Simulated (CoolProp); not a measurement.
Aqueous potassium formate as a coolant, 7 % by mass, freezing at -3.3 °C, 1 atm.

Model: Melinder's fits for secondary coolants, in CoolProp.

```
T (°C)  Prandtl number  cp (kJ/(kg K))  conductivity (W/(m K))  density (kg/m³)
------  --------------  --------------  ----------------------  ---------------
0.3               13.6           3.925                   0.554             1045
6.2               11.2           3.921                   0.563             1045
12.1              9.43           3.919                   0.572             1044
18                8.02           3.919                   0.581             1042
23.9              6.91           3.919                   0.589             1041
29.8              6.01           3.921                   0.597             1039
35.7              5.26           3.922                   0.606             1037
```
